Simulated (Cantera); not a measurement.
A perfectly stirred reactor is fed with 2.44 % CH4, 97.6 % H2, at 84000 Pa; it is held at 1875 K, and followed from long to short residence time.

Detailed kinetics in Cantera: GRI-Mech 3.0 (53 species, 325 reactions). GRI-Mech 3.0 stops at C3 and has no aromatics, soot or wall deposition, so with more carbon than oxygen in the feed, carbon stays in small species such as C2H2 where larger ones or solid carbon would form.

One state of this run: x CH4 = 0.00674; x H2 = 0.984; x H = 0.000709; x C2H4 = 0.000102; x C2H = 7.23e-8. x: mole fraction; the columns are a selection and need not sum to one.

### Question
Which value of τ (s) does it belong to?
(A) 0.051
(B) 0.0030
(C) 0.21
(D) 3.5

### Answer
C, 0.21
